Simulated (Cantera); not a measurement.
# Equilibrium for thermal oxidation and active oxidation of silicon: Si + CO₂ + H₂

Input: 1 mol Si, 0.19 mol CO₂, 58 mol H₂, held at 2175 K.

Method: chemical equilibrium by Gibbs-energy minimisation in Cantera with the NASA 1993 tables (ideal gas, pure condensed phases). Candidate condensed phases: C, C₆H₆, C₇H₈, C₈H₁₈, H₂O, Si, SiC, SiO₂; 123 gas species. Mutual solubility and eutectic melting of coexisting phases are not modelled. Gases not in the tables: Si₂H₆ and higher silanes. Kinetics and transport are ignored.

```json
[
 {"P (Pa)": "0.100", "x H₂": "0.0380", "x H": "0.951", "x Si": "0.00717", "x SiO": "0.00168", "x CO": "0.00168", "x SiH": "6.50e-7", "x Si₂C": "<1e-12", "n Si(l)": "0", "n SiC(s)": "0"},
 {"P (Pa)": "1.50", "x H₂": "0.298", "x H": "0.688", "x Si": "0.00897", "x SiO": "0.00211", "x CO": "0.00211", "x SiH": "8.82e-6", "x Si₂C": "1.43e-10", "n Si(l)": "0", "n SiC(s)": "0"},
 {"P (Pa)": "22", "x H₂": "0.706", "x H": "0.277", "x Si": "0.0117", "x SiO": "0.00277", "x CO": "0.00277", "x SiH": "6.79e-5", "x Si₂C": "6.89e-8", "n Si(l)": "0", "n SiC(s)": "0"},
 {"P (Pa)": "320", "x H₂": "0.899", "x H": "0.0818", "x Si": "0.0127", "x SiO": "0.00310", "x CO": "0.00306", "x SiH": "0.000316", "x Si₂C": "1.82e-5", "n Si(l)": "0", "n SiC(s)": "0"},
 {"P (Pa)": "4600", "x H₂": "0.964", "x H": "0.0223", "x Si": "0.00627", "x SiO": "0.00369", "x CO": "0.00270", "x SiH": "0.000614", "x Si₂C": "0.000337", "n Si(l)": "0.294", "n SiC(s)": "0.00622"},
 {"P (Pa)": "68000", "x H₂": "0.987", "x H": "0.00588", "x Si": "0.000424", "x SiO": "0.00375", "x CO": "0.00274", "x SiH": "0.000162", "x Si₂C": "2.28e-5", "n Si(l)": "0.703", "n SiC(s)": "0.0245"},
 {"P (Pa)": "1000000", "x H₂": "0.991", "x H": "0.00154", "x Si": "2.89e-5", "x SiO": "0.00375", "x CO": "0.00274", "x SiH": "4.22e-5", "x Si₂C": "1.55e-6", "n Si(l)": "0.750", "n SiC(s)": "0.0109"}
]
```
x: gas mole fraction; n: condensed amount in mol.

From 0.100 Pa to 320 Pa nothing is condensed. From 4600 Pa to 1000000 Pa the condensed part is Si(l) + SiC(s). The main Si-bearing gas is Si at 0.100 Pa and SiO at 1000000 Pa.
